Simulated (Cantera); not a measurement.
Feed: 1 mol Si2H6, 17 mol O2, 56 mol N2, at 750 °C and 1.00 bar.

Method: chemical equilibrium by Gibbs-energy minimisation in Cantera with the NASA 1993 tables (ideal gas, pure condensed phases). Candidate condensed phases: H2O, Si, SiO2, Si2N2O, Si3N4; 35 gas species. The feed counts by its element totals alone. Equilibrium is a limit: real reactors are often held back by kinetics, nucleation or transport.

Question: What is the equilibrium state?

Answer: 
- x(N2): 0.772
- x(O2): 0.186
- x(H2O): 0.0414
- x(NO): 3.74e-5
- x(NO2): 1.62e-6
- n(SiO2(β-quartz)): 2.00 mol
- gas amount: 72.50 mol
- log10 activity of Si(s) (absent): -36.34
